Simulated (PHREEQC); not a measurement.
Make-up at 25 °C: 3 mol MgCl2, 0.04 mol MgSO4 and 1.6 mol LiCl per kg of water. Closed to the air; pH follows from the charge balance.

Equilibrium calculation in PHREEQC: Pitzer model, pitzer.dat.

Each row changes one thing in this solution. This is a speciation only: nothing precipitates in the calculation.

```
case                           MgOH+ (mol/kgw)  HSO4- (mol/kgw)  SI of Epsomite (MgSO4:7H2O)  SI of Hexahydrite (MgSO4:6H2O)
-----------------------------  ---------------  ---------------  ---------------------------  ------------------------------
as made                                2.65e-6          6.07e-7                        -1.25                           -1.31
MgCl2 from 3 to 1.5 mol/kgw            1.25e-6          2.79e-7                        -1.57                           -1.75
temperature from 25 to 20 °C           2.18e-6          4.86e-7                        -1.14                           -1.25
LiCl from 1.6 to 0.16 mol/kgw          2.06e-6          2.29e-7                        -1.27                           -1.40
LiCl from 1.6 to 0.8 mol/kgw           2.29e-6          3.55e-7                        -1.25                           -1.35
```
